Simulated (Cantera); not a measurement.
Gas mixture: 8.59 % NO, 24.2 % CO₂, 67.2 % N₂, at 280000 Pa, frozen composition.

Cantera's kinetic-theory transport with the Lennard-Jones parameters of GRI-Mech 3.0, ideal gas; thermal conductivity in the multicomponent form. The composition is frozen, though it would react at the higher temperatures.

One state of this run: ρ (kg/m³) = 0.675; cp (J/kg/K) = 1277; μ (µPa s) = 56.8; λ (mW/m/K) = 101; Pr = 0.716; D (cm²/s) OH = 1.84; D (cm²/s) H₂ = 4.46; D (cm²/s) NH₃ = 1.50. D: mixture-averaged diffusion coefficient of that species in the mixture.

Problem. Which value of T (K) does it belong to?
A) 1150
B) 550
C) 1300
D) 1600

Solution. D, 1600
